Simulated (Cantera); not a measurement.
# Low-pressure radical oxidation in H2/O2

A perfectly stirred reactor is fed with H2 : O2 = 0.034 : 1 (molar parts), equivalence ratio 0.017, at 3700 Pa; it is held at 950 K, and followed from long to short residence time.

Computed with Cantera and GRI-Mech 3.0 (53 species, 325 reactions). Radical loss at walls, strong at low pressure, is not modelled.

| τ (s) | x H2 | x O2 | x O | x HO2 | x H2O | x H |
|---|---|---|---|---|---|---|
| 9.6 | 0.000122 | 0.966 | 6.37e-5 | 1.60e-6 | 0.0333 | 1.33e-6 |
| 2.0 | 0.000301 | 0.966 | 0.000166 | 3.15e-6 | 0.0331 | 6.32e-6 |
| 0.40 | 0.000724 | 0.966 | 0.000417 | 5.95e-6 | 0.0326 | 3.10e-5 |
| 0.081 | 0.00169 | 0.965 | 0.000976 | 1.02e-5 | 0.0314 | 0.000146 |
| 0.017 | 0.00380 | 0.964 | 0.00208 | 1.50e-5 | 0.0289 | 0.000614 |
| 0.0034 | 0.00877 | 0.961 | 0.00384 | 1.84e-5 | 0.0227 | 0.00209 |
| 0.00069 | 0.0201 | 0.961 | 0.00387 | 1.77e-5 | 0.0108 | 0.00283 |
x: mole fraction; the columns are a selection and need not sum to one.
